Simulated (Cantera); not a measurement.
Feed: 1 mol Ti(NMe₂)₄, 34 mol H₂, at 1598.15 K and 0.520 bar.

These are equilibrium values from Cantera (NASA tables, ideal gas, pure condensed phases), not measurements of a reactor. Candidate condensed phases: C, C₆H₆, C₇H₈, C₈H₁₈, Ti, TiC, TiN; 93 gas species. The feed counts by its element totals alone. TiC: taken at fixed stoichiometry. Equilibrium is a limit: real reactors are often held back by kinetics, nucleation or transport.

Base state: H₂ 0.957, N₂ 0.0415, CH₄ 0.000784, HCN 0.000403, H 7.23e-5, C₂H₂ (acetylene) 2.58e-5 (mole fractions); condensed: C(graphite) + TiC(s).

**Question.** What changes in the equilibrium state with this change: Ti(NMe₂)₄ replaced by TiCl₄?

**Answer.** 
| species | before | after |
|---|---|---|
| H₂ | 0.957 | 0.943 |
| HCl | 0 | 0.0292 |
| TiCl₃ | 0 | 0.0253 |
| N₂ | 0.0415 | 0 |
| TiCl₂ | 0 | 0.00197 |
| TiCl₄ | 0 | 0.000924 |
| C(graphite), mol | 6.94 | 0 |
| TiC(s), mol | 1.00 | 0 |
The tables' values for TiCl₂ are old estimates; treat these amounts as uncertain. Further candidate phases: TiCl₂, TiCl₃, TiCl₄.
